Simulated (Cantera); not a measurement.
Feed: 1 mol MgCO3, 0.14 mol C, 0.4 mol O2, at 0.0790 bar.

Equilibrium computed with Cantera from the NASA thermochemical tables; the gas is ideal and each condensed phase is pure. Candidate condensed phases: C, Mg, MgCO3, MgO; 15 gas species. Rates play no part.

x: gas mole fraction; n: condensed amount in mol.

```csv
T (K),x CO2,x O2,x CO,x O,n MgO(s)
1250,0.814,0.186,3.63e-7,1.06e-7,1.00
1325,0.814,0.186,1.68e-6,4.22e-7,1.00
1400,0.814,0.186,___,___,1.00
1475,0.814,0.186,2.25e-5,4.40e-6,1.00
1550,0.814,0.186,___,___,1.00
1625,0.814,0.186,0.000185,2.99e-5,1.00
1700,0.814,0.186,0.000461,6.86e-5,1.00
1775,0.813,0.186,0.00106,0.000147,1.00
1850,0.811,0.186,0.00227,0.000296,1.00
1925,0.808,0.187,0.00458,0.000566,1.00
2000,0.802,0.189,0.00868,0.00103,1.000
2075,0.792,0.191,0.0156,0.00181,1.000
```

Fill in the missing entries.


- 1400, x CO: 6.59e-6
- 1400, x O: 1.45e-6
- 1550, x CO: 6.79e-5
- 1550, x O: 1.20e-5
